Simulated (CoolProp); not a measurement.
Saturated liquid density (kg/m³) of c-C4F8 (RC318): the reference equation beside estimates from Tc = 388.4 K, pc = 27.78 bar, ω = 0.355.

Values from CoolProp's reference Helmholtz-energy equation of state, Platzer 1990. This equation is an older, rougher fit; its heat capacities, sound speeds and derivatives of the liquid may be far off and weren't checked against measurements.

```json
[
 {"T (K)": "275.1", "reference": "1587", "van der Waals": "?", "Redlich-Kwong": "1411"},
 {"T (K)": "279.1", "reference": "1572", "van der Waals": "965.8", "Redlich-Kwong": "1395"},
 {"T (K)": "283.1", "reference": "?", "van der Waals": "956.6", "Redlich-Kwong": "1378"},
 {"T (K)": "287.2", "reference": "1541", "van der Waals": "946.9", "Redlich-Kwong": "1361"},
 {"T (K)": "291.2", "reference": "1526", "van der Waals": "937.3", "Redlich-Kwong": "1344"},
 {"T (K)": "295.3", "reference": "1510", "van der Waals": "927.1", "Redlich-Kwong": "1326"},
 {"T (K)": "299.3", "reference": "1494", "van der Waals": "917.0", "Redlich-Kwong": "1308"},
 {"T (K)": "303.4", "reference": "?", "van der Waals": "906.4", "Redlich-Kwong": "1288"},
 {"T (K)": "307.4", "reference": "1460", "van der Waals": "?", "Redlich-Kwong": "1269"},
 {"T (K)": "311.5", "reference": "1442", "van der Waals": "?", "Redlich-Kwong": "1249"},
 {"T (K)": "315.5", "reference": "1425", "van der Waals": "873.3", "Redlich-Kwong": "1229"},
 {"T (K)": "319.5", "reference": "1407", "van der Waals": "861.7", "Redlich-Kwong": "?"},
 {"T (K)": "323.6", "reference": "1387", "van der Waals": "?", "Redlich-Kwong": "1186"}
]
```

**Question.** Some entries are withheld; supply them.

**Answer.** 
- 275.1, van der Waals: 974.9
- 283.1, reference: 1557
- 303.4, reference: 1477
- 307.4, van der Waals: 895.8
- 311.5, van der Waals: 884.5
- 319.5, Redlich-Kwong: 1208
- 323.6, van der Waals: 849.5

Absolute difference from the reference over all 13 rows, mean and median: van der Waals 38.6 and 38.6 %, Redlich-Kwong 12.6 and 12.4 %.
